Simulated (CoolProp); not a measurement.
Vapour pressure (kPa) of CHF3 (R23): the reference equation beside estimates from Tc = 26.1 °C, pc = 4832 kPa, ω = 0.263. Clausius-Clapeyron is anchored at -55.95 °C with a constant enthalpy of vaporisation of 15.13 kJ/mol.

Computed with CoolProp (reference Helmholtz-energy equation of state, Penoncello 2003).

| T (°C) | reference | Lee-Kesler | Clausius-Clapeyron | van der Waals |
|---|---|---|---|---|
| -73.25 | (withheld) | 162.7 | 180.7 | (withheld) |
| -68.85 | 205.2 | 204.3 | 219.8 | 850.8 |
| -64.55 | 252.7 | 252.6 | (withheld) | 947.4 |
| -60.25 | 308.4 | 309.0 | 315.0 | 1051 |
| -55.95 | 373.0 | 374.7 | 373.0 | 1161 |
| -51.65 | 447.5 | 450.3 | 438.9 | 1279 |
| -47.25 | 535.0 | 539.0 | 515.0 | 1407 |
| -42.95 | 632.4 | 637.7 | 598.6 | 1540 |
| -38.65 | 742.6 | 749.3 | 691.9 | 1681 |
| -34.35 | 866.7 | 874.6 | (withheld) | 1830 |
| -30.05 | 1006 | 1015 | 910.4 | 1986 |
| -25.65 | 1165 | (withheld) | 1040 | 2155 |
| -21.35 | 1337 | 1348 | 1179 | 2329 |

Fill in the missing entries.


- -73.25, reference: 164.0
- -73.25, van der Waals: 759.0
- -64.55, Clausius-Clapeyron: 264.1
- -34.35, Clausius-Clapeyron: 795.7
- -25.65, Lee-Kesler: 1175

Absolute difference from the reference over all 13 rows, mean and median: Lee-Kesler 0.7 and 0.8 %, Clausius-Clapeyron 6.3 and 6.8 %, van der Waals 183.9 and 163.0 %.
